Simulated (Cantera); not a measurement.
**Moist CO burnout**

An isothermal, constant-pressure homogeneous reactor starts with CO : O2 : H2O : N2 = 0.0021 : 0.0056 : 0.0036 : 1 (molar parts), at 1150 K and 24000 Pa.

Detailed kinetics in Cantera: GRI-Mech 3.0 (53 species, 325 reactions).

```
t (s)         x CO     x O2    x H2O    x H2O2     x HO2
--------  --------  -------  -------  --------  --------
1.00e-5    0.00208  0.00554  0.00356    <1e-12    <1e-12
3.64e-5    0.00208  0.00554  0.00356    <1e-12    <1e-12
0.000133   0.00208  0.00554  0.00356    <1e-12    <1e-12
0.000484   0.00208  0.00554  0.00356    <1e-12    <1e-12
0.00176    0.00208  0.00554  0.00356    <1e-12  1.36e-12
0.00643    0.00208  0.00554  0.00356    <1e-12  3.01e-11
0.0234     0.00208  0.00554  0.00356  1.24e-12   8.88e-9
0.0854    0.000751  0.00486  0.00344   3.02e-8   4.13e-7
0.311      3.50e-5  0.00452  0.00355   6.71e-9   1.42e-7
1.13       2.25e-6  0.00450  0.00356  6.54e-10   1.81e-8
4.13       1.20e-7  0.00450  0.00356  7.22e-11   1.83e-9
15.1       4.93e-9  0.00450  0.00356  1.26e-11  2.80e-10
54.9      8.51e-10  0.00450  0.00356  4.36e-12  1.00e-10
200       3.64e-10  0.00450  0.00356  1.95e-12  5.83e-11
```
x: mole fraction; the columns are a selection and need not sum to one.

Equilibrium at this temperature and pressure: CO 3.25e-10, O2 0.00449, H2O 0.00356, H2O2 1.76e-12, HO2 5.55e-11 (gas phase only).
